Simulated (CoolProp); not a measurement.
Vapour-liquid equilibrium of o-xylene (1) + n-decane (2) at 495 K; x and y are mole fractions of (1).

Values from CoolProp's multi-fluid Helmholtz-energy mixture model, Zhou 2012 and Lemmon 2006; pair parameters Bell 2016.

Question: Give the bubble pressure and the first vapour's composition at x = 0.275, 0.875, 0.95. Is there an azeotrope?

Answer: x = 0.275: 3.617 bar, y = 0.387; x = 0.875: 5.145 bar, y = 0.922; x = 0.95: 5.343 bar, y = 0.970. No azeotrope shows between x = 0.05 and 0.95.

Pair parameters are fitted to limited data, so mixtures are less certain than the pure fluids.
